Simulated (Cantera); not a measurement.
Charge: 1 mol CF₄, 0.089 mol H₂, at 17.0 Pa.

These are equilibrium values from Cantera (NASA tables, ideal gas, pure condensed phases), not measurements of a reactor. Candidate condensed phases: C, C₆H₆, C₇H₈, C₈H₁₈; 95 gas species. Condensed phases not in the tables: fluorocarbon polymer. Gases not in the tables: C₂F₆ and larger saturated fluorocarbons. Equilibrium is a limit: real reactors are often held back by kinetics, nucleation or transport.

log p: log10 of the partial pressure in bar; n: condensed amount in mol.

```csv
T (K),log p F,log p CF₄,log p CF₂,log p HF,log p CF,n C(graphite)
725,<-15,-3.84,<-15,-4.57,<-15,0.0445
925,-13.51,-3.84,-12.39,-4.57,<-15,0.0445
1125,-10.34,-3.84,-9.55,-4.57,<-15,0.0445
1325,(withheld),-3.84,(withheld),-4.57,(withheld),0.0444
1525,-6.49,-3.85,-6.13,-4.58,-10.17,0.0425
1725,(withheld),-3.89,(withheld),-4.60,(withheld),(withheld)
1925,-4.26,-4.21,-4.45,-4.76,-7.00,0
2125,-3.92,-5.82,-4.44,-5.03,-6.00,0.261
2325,-3.82,-8.14,-5.02,-5.10,-5.56,0.725
2525,-3.81,-10.36,-5.65,-5.12,-5.27,0.760
```

Problem. What belongs in the gaps?

Solution. 
- 1325, log p F: -8.12
- 1325, log p CF₂: -7.58
- 1325, log p CF: -12.68
- 1725, log p F: -5.24
- 1725, log p CF₂: -5.05
- 1725, log p CF: -8.26
- 1725, n C(graphite): 0.0224
